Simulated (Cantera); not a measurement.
A closed system holds: 1 mol SiH₄, 32 mol H₂, at 2450 K.

Method: chemical equilibrium by Gibbs-energy minimisation in Cantera with the NASA 1993 tables (ideal gas, pure condensed phases). Candidate condensed phases: Si; 9 gas species. Gases not in the tables: Si₂H₆ and higher silanes. Equilibrium is a limit: real reactors are often held back by kinetics, nucleation or transport.

Problem. Which condensed phases are stable at each of these points (P (Pa)): 100, 320, 1000, 3200, 10000, 32000, 100000?

Solution. 
| P (Pa) | condensed phases | Si condensed (%) |
|---|---|---|
| 100 | gas only | 0.0 |
| 320 | gas only | 0.0 |
| 1000 | gas only | 0.0 |
| 3200 | gas only | 0.0 |
| 10000 | gas only | 0.0 |
| 32000 | Si(l) | 53.9 |
| 100000 | Si(l) | 82.1 |

From 0.750 Torr to 75.0 Torr nothing is condensed. From 240 Torr to 750 Torr the condensed part is Si(l).
